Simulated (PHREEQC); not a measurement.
Make-up at 25 °C: 23 mmol/kgw AgF, 0.16 mmol/kgw KNO3 and 1.3 mmol/kgw Na2SO4. Closed to the air; pH follows from the charge balance.

Model: ion-association model, wateq4f.dat, run in PHREEQC.

No solid was allowed to form.

Question: Predict the pH.

Answer: pH 7.51.

Question: In which forms is F present?

Answer: F- 96 %, AgF 3.5 % of the F.

Species that the database lacks are ignored.
